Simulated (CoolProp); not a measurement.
A closed Brayton cycle with nitrogen: compressor inlet 312.15 K and 5.3 MPa, high pressure 12.9 MPa, turbine inlet 765 K, compressor efficiency 0.85, turbine efficiency 0.93, recuperator effectiveness 0.9 (on enthalpy, no pinch check). Each further row changes one setting.

Model: reference Helmholtz-energy equation of state, Span 2000, in CoolProp.

```csv
case,thermal efficiency (%),net work (kJ/kg),compressor to turbine work,compressor exit (K),turbine exit (K)
as stated,30.1,59.6,0.66,419.8,611.9
turbine inlet 715 K,26.4,…,0.70,419.8,570.5
compressor inlet 322.15 K,…,…,0.68,433.1,611.9
high pressure 11 MPa,31.0,…,…,398.4,637.0
recuperator effectiveness 0.5,21.2,59.6,0.66,419.8,611.9
```

Task: Complete the blanks.

Result: 
- turbine inlet 715 K, net work (kJ/kg): 48.2
- compressor inlet 322.15 K, thermal efficiency (%): 28.4
- compressor inlet 322.15 K, net work (kJ/kg): 55.8
- high pressure 11 MPa, net work (kJ/kg): 54.2
- high pressure 11 MPa, compressor to turbine work: 0.63
